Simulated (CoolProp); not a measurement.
Vapour-liquid equilibrium of benzene (1) + m-xylene (2) at 14.7 bar; x and y are mole fractions of (1).

Model: multi-fluid Helmholtz-energy mixture model, Thol 2012 and Zhou 2012; pair parameters Bell 2016, in CoolProp.

Give the bubble temperature and the first vapour's composition at x = 0.05, 0.25, 0.45. Is there an azeotrope?

x = 0.05: 544.6 K, y = 0.095; x = 0.25: 525.9 K, y = 0.415; x = 0.45: 509.5 K, y = 0.648. No azeotrope shows between x = 0.05 and 0.95.

Pair parameters are fitted to limited data, so mixtures are less certain than the pure fluids.
